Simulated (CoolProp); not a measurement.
Water at 865.86 K and 2.96 MPa flows at 0.072 m/s in a round tube of 2 mm bore and 45 µm roughness, fully developed (64/Re and Nu = 3.66 if laminar; Colebrook and Gnielinski if turbulent). Each further row changes one setting.

Model: reference Helmholtz-energy equation of state, Wagner 2002, in CoolProp.

```tsv
case	Reynolds number	Darcy friction factor	pressure drop (Pa/m)	heat-transfer coefficient (W/(m² K))	mass flow (kg/h)
as stated	33.4	1.92	(withheld)	147	0.00612
velocity 0.144 m/s	66.7	0.959	37.4	147	(withheld)
diameter 4 mm	66.7	0.959	(withheld)	(withheld)	0.0245
```

**Question.** Some entries are withheld; supply them.

**Answer.** 
- as stated, pressure drop (Pa/m): 18.7
- velocity 0.144 m/s, mass flow (kg/h): 0.0122
- diameter 4 mm, pressure drop (Pa/m): 4.67
- diameter 4 mm, heat-transfer coefficient (W/(m² K)): 73.5

Viscosity comes from a separate model (Huber 2009). Thermal conductivity comes from a separate model (Huber 2012).
